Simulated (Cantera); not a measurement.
A perfectly stirred reactor is fed with 5.26 % C2H6, 94.7 % N2, at 0.0850 bar; it is held at 1150 K, and followed from long to short residence time.

Detailed kinetics in Cantera: GRI-Mech 3.0 (53 species, 325 reactions). GRI-Mech 3.0 stops at C3 and has no aromatics, soot or wall deposition, so with more carbon than oxygen in the feed, carbon stays in small species such as C2H2 where larger ones or solid carbon would form.

Task: Predict: x(C2H6) at τ = 1.90 s; x(H2) at τ = 1.90 s; x(CH4) at τ = 1.90 s; x(CH3) at τ = 1.90 s; x(C2H6) at τ = 36.0 ms; x(H2) at τ = 36.0 ms; x(CH4) at τ = 36.0 ms; x(CH3) at τ = 36.0 ms.

Result: 
```
Property                  Result
----------------------  --------
x(C2H6) at τ = 1.90 s    0.00414
x(H2) at τ = 1.90 s       0.0552
x(CH4) at τ = 1.90 s     0.00717
x(CH3) at τ = 1.90 s     7.88e-6
x(C2H6) at τ = 36.0 ms    0.0453
x(H2) at τ = 36.0 ms     0.00637
x(CH4) at τ = 36.0 ms   0.000660
x(CH3) at τ = 36.0 ms    2.57e-5
```
